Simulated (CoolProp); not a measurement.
Vapour-liquid equilibrium of R143a (1) + R152A (2) at 43.25 °C; x and y are mole fractions of (1).

Computed with CoolProp (multi-fluid Helmholtz-energy mixture model, Lemmon and Jacobsen 2000 and Outcalt 1996; pair parameters Bell 2016).

Task: Give the bubble pressure and the first vapour's composition at x = 0.05, 0.25, 0.85. Is there an azeotrope?

Result: x = 0.05: 1.050 MPa, y = 0.091; x = 0.25: 1.270 MPa, y = 0.370; x = 0.85: 1.840 MPa, y = 0.890. No azeotrope shows between x = 0.05 and 0.95.

Pair parameters are fitted to limited data, so mixtures are less certain than the pure fluids.
